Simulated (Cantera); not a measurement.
Cantera run:

```python
import numpy as np
import cantera as ct

gas_names = """
    C CN CO CO2 C2 CCN CNC C2N2 C2O C3 C3O2 C4 C4N2 C5 Cu CuO Cu2 N NCO NO NO2 NO3 N2 N2O O O2 O3
""".split()
cond_names = """
    C(gr) Cu(cr) Cu(L) CuO(s) Cu2O(s) Cu2O(L)
""".split()


# ... load() reads the species with a 1 bar reference pressure and builds the phases ...
atoms = {
    'Cu2O': {'Cu': 2, 'O': 1},
    'CO': {'C': 1, 'O': 1},
    'N2': {'N': 2},
}
top_T = {'C(gr)': 4500, 'CuO(s)': 1390}  # K; cautious upper limits of use, not melting points


# ... equilibrate(T, P, feed) seeds the gas with the atoms and calls Mixture.equilibrate('TP', solver="vcs", rtol=1e-11, max_steps=5000) ...
results = []
T = 1648.15  # K
P = 280  # Pa
for m in [0.32, 0.51, 0.82, 1.3, 2.1, 3.4, 5.4, 8.6, 14]:
    feed = {'Cu2O': 1, 'CO': 2.1, 'N2': m}  # mol
    mix = equilibrate(T, P, feed)
    results.append((T, P, feed, dict(zip(mix.species_names, mix.species_moles))))
    x = sorted(zip(gas.X, gas.species_names), reverse=True)
    print(f"T = {T:g} K  P = {P:g} Pa  n(N2) = {m:g} mol  gas = {mix.phase_moles(0):.4g} mol")
    print("   x: " + "  ".join(f"{s} {v:.3e}" for v, s in x if v > 1e-05))
    print("   condensed (mol): " + ("  ".join(f"{mix.phase(i).name} {mix.phase_moles(i):.4g}"
          for i in range(1, mix.n_phases) if mix.phase_moles(i) > 1e-12) or "none"))
```

Result:

```
T = 1648.15 K  P = 280 Pa  n(N2) = 0.32 mol  gas = 2.49 mol
   x: CO 4.417e-01  CO2 4.015e-01  N2 1.285e-01  Cu 2.827e-02  Cu2 2.628e-05
   condensed (mol): Cu(L) 1.929
T = 1648.15 K  P = 280 Pa  n(N2) = 0.51 mol  gas = 2.686 mol
   x: CO 4.095e-01  CO2 3.723e-01  N2 1.899e-01  Cu 2.827e-02  Cu2 2.628e-05
   condensed (mol): Cu(L) 1.924
T = 1648.15 K  P = 280 Pa  n(N2) = 0.82 mol  gas = 3.005 mol
   x: CO 3.661e-01  CO2 3.328e-01  N2 2.729e-01  Cu 2.827e-02  Cu2 2.628e-05
   condensed (mol): Cu(L) 1.915
T = 1648.15 K  P = 280 Pa  n(N2) = 1.3 mol  gas = 3.499 mol
   x: N2 3.715e-01  CO 3.144e-01  CO2 2.858e-01  Cu 2.827e-02  Cu2 2.628e-05
   condensed (mol): Cu(L) 1.901
T = 1648.15 K  P = 280 Pa  n(N2) = 2.1 mol  gas = 4.322 mol
   x: N2 4.859e-01  CO 2.545e-01  CO2 2.314e-01  Cu 2.827e-02  Cu2 2.628e-05
   condensed (mol): Cu(L) 1.878
T = 1648.15 K  P = 280 Pa  n(N2) = 3.4 mol  gas = 5.66 mol
   x: N2 6.007e-01  CO 1.943e-01  CO2 1.767e-01  Cu 2.827e-02  Cu2 2.628e-05
   condensed (mol): Cu(L) 1.84
T = 1648.15 K  P = 280 Pa  n(N2) = 5.4 mol  gas = 7.718 mol
   x: N2 6.996e-01  CO 1.425e-01  CO2 1.296e-01  Cu 2.827e-02  Cu2 2.628e-05
   condensed (mol): Cu(L) 1.781
T = 1648.15 K  P = 280 Pa  n(N2) = 8.6 mol  gas = 11.01 mol
   x: N2 7.810e-01  CO 9.990e-02  CO2 9.081e-02  Cu 2.827e-02  Cu2 2.628e-05
   condensed (mol): Cu(L) 1.688
T = 1648.15 K  P = 280 Pa  n(N2) = 14 mol  gas = 16.57 mol
   x: N2 8.450e-01  CO 6.639e-02  CO2 6.035e-02  Cu 2.827e-02  Cu2 2.628e-05
   condensed (mol): Cu(L) 1.531
```

Method: chemical equilibrium by Gibbs-energy minimisation in Cantera with the NASA 1993 tables (ideal gas, pure condensed phases).
